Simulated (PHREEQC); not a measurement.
0.93 g of hydrous ferric oxide (600 m²/g; 0.2 weak and 0.005 strong sites per Fe, Dzombak-Morel constants, diffuse double layer) in 1 kg of water with 0.01 mol/kgw of an inert sodium salt and 0.00032 mol/kgw SrCl2, at 25 °C; the pH is set by adding NaOH or the inert anion's acid. O2 is buffered at 0.21 atm. No CO2 enters from the air. No solid was allowed to form.

Base run: PHREEQC, ion-association model, wateq4f.dat. Each further column changes one thing. The table gives surface charge σ (C/m²).

| pH | base | background salt from 0.01 to 0.001 mol/kgw | oxide from 0.93 to 4.7 g/kgw | 0.0025 mol/kgw CaCl2 added |
|---|---|---|---|---|
| 4 | 0.223 | 0.150 | 0.234 | 0.248 |
| 4.38 | 0.179 | 0.112 | 0.188 | 0.204 |
| 5.12 | 0.108 | 0.060 | 0.111 | 0.126 |
| 5.5 | 0.080 | 0.042 | 0.082 | 0.095 |
| 6.25 | 0.041 | 0.020 | 0.041 | 0.050 |
| 6.62 | 0.028 | 0.013 | 0.028 | 0.035 |
| 7.38 | 0.011 | 0.005 | 0.011 | 0.015 |
| 7.75 | 0.006 | 0.003 | 0.006 | 0.009 |
| 8.5 | -0.004 | -0.001 | -0.004 | 0.003 |
| 8.88 | -0.008 | -0.003 | -0.010 | 0.002 |
| 9.62 | -0.019 | -0.008 | -0.026 | 0.001 |
| 10 | -0.029 | -0.013 | -0.038 | 0.001 |
